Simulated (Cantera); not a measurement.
**Adiabatic ignition**

An adiabatic, constant-pressure homogeneous reactor starts with CH4 : CO : O2 : N2 = 1 : 0.72 : 5.36 : 20.2 (molar parts), at 1400 K and 7500 Torr.

Computed with Cantera and GRI-Mech 3.0 (53 species, 325 reactions).

```csv
t (s),T (K),x CH4,x CO,x O2,x N2O,x OH,x H,x C2H
2.00e-6,1400,0.0367,0.0264,0.196,<1e-12,6.34e-9,8.45e-10,<1e-12
7.63e-6,1400,0.0367,0.0264,0.196,5.89e-12,1.49e-8,2.02e-9,<1e-12
2.91e-5,1400,0.0366,0.0264,0.196,5.23e-11,6.00e-8,9.52e-9,<1e-12
0.000111,1401,0.0364,0.0264,0.196,7.30e-10,3.41e-7,7.50e-8,<1e-12
0.000424,2342,<1e-12,0.00103,0.111,2.05e-6,0.00357,5.55e-5,<1e-12
0.00162,2342,<1e-12,0.000908,0.110,1.95e-6,0.00348,5.15e-5,<1e-12
0.00618,2337,<1e-12,0.000887,0.109,1.93e-6,0.00341,4.98e-5,<1e-12
0.0236,2327,<1e-12,0.000841,0.106,1.92e-6,0.00327,4.61e-5,<1e-12
0.0900,2321,<1e-12,0.000816,0.105,1.92e-6,0.00319,4.41e-5,<1e-12
0.343,2320,<1e-12,0.000816,0.105,1.92e-6,0.00319,4.41e-5,<1e-12
1.31,2320,<1e-12,0.000816,0.105,1.92e-6,0.00319,4.41e-5,<1e-12
5.00,2320,<1e-12,0.000816,0.105,1.92e-6,0.00319,4.41e-5,<1e-12
```
x: mole fraction; the columns are a selection and need not sum to one.

| Quantity | Result |
|---|---|
| time of steepest temperature rise | 0.367 ms |
| temperature at 5.00 s | 2320 K |
| equilibrium temperature | 2320 K |
| x(CH4) at 5.00 s | <1e-12 (gas-phase equilibrium <1e-12) |
| x(CO) at 5.00 s | 0.000816 (gas-phase equilibrium 0.000816) |
| x(O2) at 5.00 s | 0.105 (gas-phase equilibrium 0.105) |
